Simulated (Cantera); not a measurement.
A closed system holds: 1 mol SiCl₄, 0.18 mol C₂H₂, 1900 mol H₂, equilibrated at 10000 Pa.

These are equilibrium values from Cantera (NASA tables, ideal gas, pure condensed phases), not measurements of a reactor. Candidate condensed phases: C, C₆H₆, C₇H₈, C₈H₁₈, Si, SiC; 109 gas species. Mutual solubility and eutectic melting of coexisting phases are not modelled. Gases not in the tables: Si₂H₆ and higher silanes. Equilibrium is a limit: real reactors are often held back by kinetics, nucleation or transport.

Q: Which condensed phases are stable at each of these points (T (K)): 1423, 1523, 1623, 1723, 1823, 1923, 2023, 2123, 2223?

A: 
```csv
T (K),condensed phases,Si condensed (%)
1423,Si(s) + SiC(s),97.3
1523,Si(s) + SiC(s),96.8
1623,Si(s) + SiC(s),95.3
1723,Si(l) + SiC(s),91.0
1823,Si(l) + SiC(s),78.8
1923,Si(l) + SiC(s),41.5
2023,SiC(s),27.2
2123,gas only,0.0
2223,gas only,0.0
```

From 1423 K to 1623 K the condensed part is Si(s) + SiC(s). From 1723 K to 1923 K the condensed part is Si(l) + SiC(s). At 2023 K the condensed part is SiC(s). From 2123 K to 2223 K nothing is condensed.
